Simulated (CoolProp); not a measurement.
A Linde-Hampson liquefier for oxygen: isothermal reversible compression at 280 K from 1 atm to 25 MPa, throttling to 1 atm, return gas leaving the recuperator 0 K below the feed. Each further row changes one setting.

Model: reference Helmholtz-energy equation of state, Schmidt 1985, in CoolProp.

| case | liquid yield per pass | compression work (kJ/kg of gas) |
|---|---|---|
| as stated | ? | 390 |
| high pressure 50 MPa | ? | ? |
| warm-end temperature 310 K | ? | ? |
| warm-end gap 5 K | ? | 390 |

Some entries are withheld; supply them.


- as stated, liquid yield per pass: 0.150
- high pressure 50 MPa, liquid yield per pass: 0.193
- high pressure 50 MPa, compression work (kJ/kg of gas): 441
- warm-end temperature 310 K, liquid yield per pass: 0.112
- warm-end temperature 310 K, compression work (kJ/kg of gas): 437
- warm-end gap 5 K, liquid yield per pass: 0.139

Above 300 K oxygen's equation is extrapolated.
